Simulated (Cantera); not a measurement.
SiH₂Cl₂ + CH₄ + H₂ (silicon carbide growth)

A closed system holds: 1 mol SiH₂Cl₂, 0.11 mol CH₄, 220 mol H₂, equilibrated at 0.133 bar.

These are equilibrium values from Cantera (NASA tables, ideal gas, pure condensed phases), not measurements of a reactor. Candidate condensed phases: C, C₆H₆, C₇H₈, C₈H₁₈, Si, SiC; 109 gas species. Mutual solubility and eutectic melting of coexisting phases are not modelled. The tables' values for SiCl are old estimates; treat these amounts as uncertain. Gases not in the tables: Si₂H₆ and higher silanes. Equilibrium is a limit: real reactors are often held back by kinetics, nucleation or transport.

From 1100 °C to 1400 °C the condensed part is Si(s) + SiC(s). From 1550 °C to 1850 °C the condensed part is Si(l) + SiC(s). From 2000 °C to 2300 °C nothing is condensed. The main Si-bearing gas is SiCl₂ at 1100 °C and Si at 2300 °C.

| T (°C) | x H₂ | x H | x HCl | x Si | n Si(s) | n SiC(s) | n Si(l) |
|---|---|---|---|---|---|---|---|
| 1100 | 0.991 | 9.08e-6 | 0.00855 | 2.91e-9 | 0.841 | 0.109 | 0 |
| 1250 | 0.991 | 6.30e-5 | 0.00851 | 1.35e-7 | 0.836 | 0.109 | 0 |
| 1400 | 0.991 | 0.000310 | 0.00847 | 3.13e-6 | 0.828 | 0.110 | 0 |
| 1550 | 0.990 | 0.00118 | 0.00854 | 3.32e-5 | 0 | 0.109 | 0.821 |
| 1700 | 0.987 | 0.00367 | 0.00856 | 0.000237 | 0 | 0.107 | 0.756 |
| 1850 | 0.980 | 0.00973 | 0.00850 | 0.00128 | 0 | 0.0910 | 0.440 |
| 2000 | 0.964 | 0.0226 | 0.00848 | 0.00313 | 0 | 0 | 0 |
| 2150 | 0.940 | 0.0471 | 0.00835 | 0.00360 | 0 | 0 | 0 |
| 2300 | 0.898 | 0.0891 | 0.00795 | 0.00378 | 0 | 0 | 0 |
x: gas mole fraction; n: condensed amount in mol.
